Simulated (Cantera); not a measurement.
An isothermal, constant-pressure homogeneous reactor starts with 1.57 % H₂, 98.4 % O₂, equivalence ratio 0.0080, at 1000 K and 0.0132 atm.

Detailed kinetics in Cantera: the H2/O2 subset of GRI-Mech 3.0, which has no nitrogen chemistry. Radical loss at walls, strong at low pressure, is not modelled.

One state of this run: x H₂ = 1.03e-5; x O₂ = 0.983; x OH = 0.000147; x H₂O = 0.0158; x H = 2.79e-5; x H₂O₂ = 2.59e-8. x: mole fraction; the columns are a selection and need not sum to one.

Q: Which value of t (s) does it belong to?
(A) 0.204
(B) 1.08
(C) 0.000264
(D) 0.00139

A: A, 0.204
